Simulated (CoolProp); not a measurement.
Saturation properties of water.

Model: reference Helmholtz-energy equation of state, Wagner 2002, in CoolProp.

```json
[
 {"T (K)": "397.9", "p (MPa)": "0.2305", "surface tension (mN/m)": "54.0", "liquid viscosity (µPa s)": "223", "vapour viscosity (µPa s)": "13.1"},
 {"T (K)": "410.4", "p (MPa)": "0.3343", "surface tension (mN/m)": "51.4", "liquid viscosity (µPa s)": "201", "vapour viscosity (µPa s)": "13.5"},
 {"T (K)": "422.9", "p (MPa)": "0.4730", "surface tension (mN/m)": "48.7", "liquid viscosity (µPa s)": "183", "vapour viscosity (µPa s)": "14.0"},
 {"T (K)": "435.5", "p (MPa)": "0.6561", "surface tension (mN/m)": "46.0", "liquid viscosity (µPa s)": "168", "vapour viscosity (µPa s)": "14.4"},
 {"T (K)": "448", "p (MPa)": "0.8895", "surface tension (mN/m)": "43.2", "liquid viscosity (µPa s)": "155", "vapour viscosity (µPa s)": "14.8"},
 {"T (K)": "460.5", "p (MPa)": "1.184", "surface tension (mN/m)": "40.4", "liquid viscosity (µPa s)": "144", "vapour viscosity (µPa s)": "15.2"},
 {"T (K)": "473", "p (MPa)": "1.550", "surface tension (mN/m)": "37.5", "liquid viscosity (µPa s)": "135", "vapour viscosity (µPa s)": "15.7"},
 {"T (K)": "485.5", "p (MPa)": "1.999", "surface tension (mN/m)": "34.6", "liquid viscosity (µPa s)": "126", "vapour viscosity (µPa s)": "16.1"},
 {"T (K)": "498.1", "p (MPa)": "2.547", "surface tension (mN/m)": "31.7", "liquid viscosity (µPa s)": "119", "vapour viscosity (µPa s)": "16.5"},
 {"T (K)": "510.6", "p (MPa)": "3.199", "surface tension (mN/m)": "28.8", "liquid viscosity (µPa s)": "112", "vapour viscosity (µPa s)": "17.0"},
 {"T (K)": "523.1", "p (MPa)": "3.973", "surface tension (mN/m)": "25.8", "liquid viscosity (µPa s)": "106", "vapour viscosity (µPa s)": "17.4"}
]
```

It boils at 373.1 K under 1 atm.

Viscosity comes from a separate model (Huber 2009). Surface tension comes from a separate correlation (Mulero 2012).
